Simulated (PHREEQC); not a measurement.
## Acid mine or pickling water: speciation

Model water analysis in mg/kgw, 25 °C, pH 2.26, pe 12:

```json
[
 {"constituent": "Na", "mg/kgw": "11.1"},
 {"constituent": "K", "mg/kgw": "2.02"},
 {"constituent": "Ca", "mg/kgw": "159"},
 {"constituent": "Mg", "mg/kgw": "7.46"},
 {"constituent": "Cl", "mg/kgw": "126"},
 {"constituent": "S(6) as SO4", "mg/kgw": "791"},
 {"constituent": "Cu(2)", "mg/kgw": "2.95"},
 {"constituent": "Br", "mg/kgw": "2.24"},
 {"constituent": "N(5) as NO3", "mg/kgw": "0.66"}
]
```

Valence states are taken as typed.

The numbers come from PHREEQC with the ion-association model, wateq4f.dat.

No solid was allowed to form.

**Question.** Predict the ionic strength, charge-balance error.

**Answer.** ionic strength 0.0230 mol/kgw; charge-balance error -9.6 %.

**Question.** In which forms is Mg present?

**Answer.** Mg+2 71 %, MgSO4 29 % of the Mg.

Species that the database lacks are ignored.
